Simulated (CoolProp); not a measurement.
Saturation properties of carbon monoxide (Tc = -140.3 °C, pc = 3498 kPa, ω = 0.050).

Computed with CoolProp (reference Helmholtz-energy equation of state, Lemmon 2006). It is a short technical equation, of lower accuracy than the large ones.

```json
[
 {"T (°C)": "-184.65", "p (kPa)": "207.2", "liquid density (kg/m³)": "[?]", "vapour density (kg/m³)": "8.468"},
 {"T (°C)": "-181.45", "p (kPa)": "278.1", "liquid density (kg/m³)": "747.3", "vapour density (kg/m³)": "11.16"},
 {"T (°C)": "-178.25", "p (kPa)": "365.6", "liquid density (kg/m³)": "731.6", "vapour density (kg/m³)": "[?]"},
 {"T (°C)": "-174.95", "p (kPa)": "475.3", "liquid density (kg/m³)": "714.9", "vapour density (kg/m³)": "18.59"},
 {"T (°C)": "-171.75", "p (kPa)": "602.9", "liquid density (kg/m³)": "697.9", "vapour density (kg/m³)": "23.43"},
 {"T (°C)": "-168.55", "p (kPa)": "753.6", "liquid density (kg/m³)": "680.0", "vapour density (kg/m³)": "29.24"},
 {"T (°C)": "-165.35", "p (kPa)": "929.6", "liquid density (kg/m³)": "661.1", "vapour density (kg/m³)": "36.18"},
 {"T (°C)": "-162.05", "p (kPa)": "1140", "liquid density (kg/m³)": "640.3", "vapour density (kg/m³)": "44.80"},
 {"T (°C)": "-158.85", "p (kPa)": "1375", "liquid density (kg/m³)": "618.6", "vapour density (kg/m³)": "54.89"},
 {"T (°C)": "-155.65", "p (kPa)": "1643", "liquid density (kg/m³)": "594.9", "vapour density (kg/m³)": "67.18"},
 {"T (°C)": "-152.45", "p (kPa)": "1946", "liquid density (kg/m³)": "568.5", "vapour density (kg/m³)": "82.41"},
 {"T (°C)": "-149.15", "p (kPa)": "2300", "liquid density (kg/m³)": "537.2", "vapour density (kg/m³)": "102.6"},
 {"T (°C)": "-145.95", "p (kPa)": "2686", "liquid density (kg/m³)": "[?]", "vapour density (kg/m³)": "129.4"}
]
```

Q: Some entries are withheld; supply them.

A: 
- -184.65, liquid density (kg/m³): 762.4
- -178.25, vapour density (kg/m³): 14.45
- -145.95, liquid density (kg/m³): 500.1

It boils at -191.5 °C under 1 atm.
